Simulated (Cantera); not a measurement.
An isothermal plug-flow reactor at 550 K and 1950 Torr (inlet), inlet velocity 0.68 m/s, active area per volume 100 1/m; feed H2 : O2 : N2 = 0.0023 : 0.034 : 0.79 (molar parts), equivalence ratio 0.034.

Detailed kinetics in Cantera: Deutschmann's 1995 Pt surface mechanism with GRI-Mech 3.0 gas chemistry. Catalytic surfaces can have several steady states; this one follows from the mechanism file's or the stated starting coverage. Mass transfer to the wall is taken as infinitely fast.

```tsv
quantity	before	after
x(H2) at z = 0.014 m	0.000383	0.00120
x(O2) at z = 0.014 m	0.0400	0.0404
x(H2O) at z = 0.014 m	0.00240	0.00158
θ(free Pt) at the exit	0.0149	0.0463
θ(O*) at the exit	0.978	0.943
θ(OH*) at the exit	0.00695	0.0107
```

Question: Which change was made?
(A) inlet velocity 0.68 to 3.2 m/s
(B) inlet velocity 0.68 to 0.38 m/s
(C) inlet velocity 0.68 to 0.47 m/s
(D) inlet velocity 0.68 to 0.33 m/s

Answer: A, inlet velocity 0.68 to 3.2 m/s
